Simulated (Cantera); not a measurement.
A freely propagating, adiabatic, planar premixed flame of H2 : O2 : N2 : H2O = 1 : 0.192 : 0.723 : 0.051 (molar parts), equivalence ratio 2.6, unburnt at 300 K and 90.0 Torr; mixture-averaged transport, grid criteria slope 0.08 and curve 0.16, no radiation.

Detailed kinetics in Cantera: the H2/O2 subset of GRI-Mech 3.0, which has no nitrogen chemistry. Burning velocities carry a grid error of a few per cent, more on coarse grids.

Task: What does this change do: inlet temperature 300 to 550 K?

Result: 
| quantity | before | after |
|---|---|---|
| laminar burning velocity | 204 cm/s | 534 cm/s |
| thermal thickness | 5.65 mm | 7.04 mm |
| peak x(H) | 0.0832 | 0.110 |
| peak x(H2O2) | 3.72e-5 | 9.48e-7 |
| peak x(O) | 0.00177 | 0.00269 |
